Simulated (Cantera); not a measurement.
A closed system holds: 1 mol HMDSO, 0.11 mol N2O, at 0.000210 bar.

Method: chemical equilibrium by Gibbs-energy minimisation in Cantera with the NASA 1993 tables (ideal gas, pure condensed phases). Candidate condensed phases: C, C6H6, C7H8, C8H18, H2O, Si, SiC, SiO2, Si2N2O, Si3N4; 151 gas species. The feed counts by its element totals alone. Rates play no part.

At 725 °C, list the 3 most abundant gas species with their mole fractions, and the condensed phases.

H2 0.999, CO 0.000552, CH4 2.05e-5. Condensed: C(graphite) + SiC(s) + SiO2(β-quartz) + Si2N2O(s).
